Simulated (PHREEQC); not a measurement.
Model water analysis in mmol/kgw, 35 °C, pH 6.45, pe -1.5:

```json
[
 {"constituent": "Na", "mmol/kgw": "32.7"},
 {"constituent": "K", "mmol/kgw": "5.33"},
 {"constituent": "Ca", "mmol/kgw": "23.7"},
 {"constituent": "Mg", "mmol/kgw": "10.1"},
 {"constituent": "Cl", "mmol/kgw": "106"},
 {"constituent": "S(6)", "mmol/kgw": "0.43"},
 {"constituent": "Alkalinity (meq/kgw)", "mmol/kgw": "0.353"},
 {"constituent": "Sr", "mmol/kgw": "1.29"},
 {"constituent": "F", "mmol/kgw": "0.0254"},
 {"constituent": "Fe(2)", "mmol/kgw": "0.886"}
]
```

Valence states are taken as typed.

Model: ion-association model, wateq4f.dat, run in PHREEQC.

No solid was allowed to form.

Q: Order these F species by the share of F that they hold, largest first: MgF+, CaF+, FeF+, NaF, F-.

A: F- (73 %), MgF+ (20 %), CaF+ (6.2 %), NaF (0.73 %), FeF+ (0.21 %)

Q: Order these C species by the share of C that they hold, largest first: FeHCO3+, MgHCO3+, CO2, HCO3-, CaHCO3+.

A: HCO3- (57 %), CO2 (31 %), CaHCO3+ (6.6 %), MgHCO3+ (2.7 %), FeHCO3+ (1.7 %)

The pH is 6.45 and the ionic strength 0.144 mol/kgw. Species that the database lacks are ignored. Fluoro complexes past AlF4- and FeF3 are missing from the database.
